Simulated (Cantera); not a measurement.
## Oxide etching and cleaning by halides: SiO₂ + BCl₃ + O₂ + F₂

Feed: 1 mol SiO₂, 0.76 mol BCl₃, 2.4 mol O₂, 0.56 mol F₂, held at 3.08 Torr.

These are equilibrium values from Cantera (NASA tables, ideal gas, pure condensed phases), not measurements of a reactor. Candidate condensed phases: B, B₂O₃, Si, SiO₂; 45 gas species. Mutual solubility and eutectic melting of coexisting phases are not modelled. The tables' values for BOCl are old estimates; treat these amounts as uncertain. The tables hold silica as quartz up to 1696 K and as liquid above; real silica turns to tridymite and cristobalite and melts near 1996 K. Condensed phases not in the tables: borates and borosilicate glass, alloys, solid solutions and most ternary compounds. Kinetics and transport are ignored.

```
T (°C)   x O₂  x Cl₂    x Cl    x BOF   x BF₃  x B₃O₃F₃  n B₂O₃(l)  n SiO₂(β-quartz)
------  -----  -----  ------  -------  ------  --------  ---------  ----------------
850     0.574  0.301  0.0172  0.00985  0.0865    0.0106      0.144             0.997
875     0.570  0.297  0.0228   0.0151  0.0842    0.0105      0.138             0.997
900     0.565  0.290  0.0298   0.0226  0.0811    0.0104      0.128             0.997
925     0.558  0.282  0.0384   0.0330  0.0769    0.0100      0.116             0.997
950     0.550  0.273  0.0488   0.0471  0.0713   0.00946     0.0982             0.998
975     0.539  0.261  0.0610   0.0655  0.0642   0.00866     0.0752             0.998
1000    0.526  0.247  0.0752   0.0885  0.0554   0.00759     0.0454             0.998
1025    0.511  0.230  0.0913    0.116  0.0451   0.00627    0.00855             0.999
1050    0.500  0.215   0.110    0.128  0.0420   0.00328          0             0.998
1075    0.493  0.201   0.131    0.132  0.0408   0.00143          0             0.997
1100    0.486  0.185   0.154    0.133  0.0394  0.000608          0             0.995
```
x: gas mole fraction; n: condensed amount in mol.

From 850 °C to 1025 °C the condensed part is B₂O₃(l) + SiO₂(β-quartz). From 1050 °C to 1100 °C the condensed part is SiO₂(β-quartz). The main Si-bearing gas is SiF₄ throughout.
